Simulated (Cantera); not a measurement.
**Equilibrium for silicon nitride deposition: Si₂Cl₆ + NH₃ + N₂**

A closed system holds: 1 mol Si₂Cl₆, 4.9 mol NH₃, 1.2 mol N₂, at 1873.15 K and 1.00 bar.

Cantera equilibrium calculation (NASA polynomials, part measured and part estimated; ideal gas, pure solids and liquids). Candidate condensed phases: NH₄Cl, Si, Si₃N₄; 28 gas species. The feed counts by its element totals alone. The tables' values for SiCl₃, SiCl are old estimates; treat these amounts as uncertain. Rates play no part.

```json
{
  "x(H₂)": "0.430",
  "x(N₂)": "0.238",
  "x(HCl)": "0.233",
  "x(SiCl₂)": "0.0842",
  "x(SiCl₃)": "0.0111",
  "x(SiCl₄)": "0.00206",
  "x(SiHCl₃)": "0.00114",
  "x(H)": "0.000424",
  "x(Cl)": "0.000174",
  "n(Si₃N₄(s))": "0.225 mol",
  "gas_amount": "13.44 mol",
  "log10 activity of Si(l) (absent)": "-0.62"
}
```
